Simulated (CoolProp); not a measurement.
A simple Rankine cycle with trans-2-butene: condensing at 315.15 K, boiler at 2.89 MPa, turbine inlet 524 K, turbine efficiency 0.7, pump efficiency 0.8, no recuperator. Each further row changes one setting.

The numbers come from the reference Helmholtz-energy equation of state, Lemmon 2005 in CoolProp. It is a short technical equation, of lower accuracy than the large ones.

```csv
case,thermal efficiency (%),net work (kJ/kg),heat in (kJ/kg),turbine exit temperature (K),volume ratio over the turbine
as stated,11.7,88.6,755,468.6,7.49
condensing temperature 307.15 K,12.8,98.9,774,…,9.37
boiler pressure 2.02 MPa,9.9,…,…,…,5.14
turbine efficiency 0.6,10.0,75.2,755,…,…
```

Question: Complete the blanks.

Answer: 
- condensing temperature 307.15 K, turbine exit temperature (K): 463.3
- boiler pressure 2.02 MPa, net work (kJ/kg): 76.5
- boiler pressure 2.02 MPa, heat in (kJ/kg): 769
- boiler pressure 2.02 MPa, turbine exit temperature (K): 480.4
- turbine efficiency 0.6, turbine exit temperature (K): 474.7
- turbine efficiency 0.6, volume ratio over the turbine: 7.60
